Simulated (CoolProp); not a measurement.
Properties of methane along the isobar 0.906 MPa (Tc = 190.6 K, pc = 4.599 MPa, ω = 0.011).

Model: reference Helmholtz-energy equation of state, Setzmann 1991, in CoolProp.

| T (K) | phase | expansivity (1/kK) | conductivity (mW/(m K)) | Prandtl number |
|---|---|---|---|---|
| 143.7 | liquid | 5.225 | 138 | 1.79 |
| 169.6 | gas | 8.051 | 19.5 | 0.836 |
| 195.4 | gas | 6.224 | 22.3 | 0.796 |
| 221.3 | gas | 5.168 | 25.1 | 0.776 |
| 247.2 | gas | 4.459 | 28.1 | 0.761 |
| 273 | gas | 3.942 | 31.3 | 0.751 |
| 298.9 | gas | 3.541 | 34.8 | 0.743 |
| 324.7 | gas | 3.221 | 38.4 | 0.738 |
| 350.6 | gas | 2.957 | 42.3 | 0.733 |
| 376.5 | gas | 2.735 | 46.5 | 0.730 |
| 402.3 | gas | 2.546 | 50.8 | 0.728 |
| 428.2 | gas | 2.382 | 55.3 | 0.726 |
| 454.1 | gas | 2.239 | 60.0 | 0.724 |
| 479.9 | gas | 2.113 | 64.9 | 0.723 |

Viscosity comes from a separate model (Quiñones-Cisneros 2006). Thermal conductivity comes from a separate model (Friend 1989).
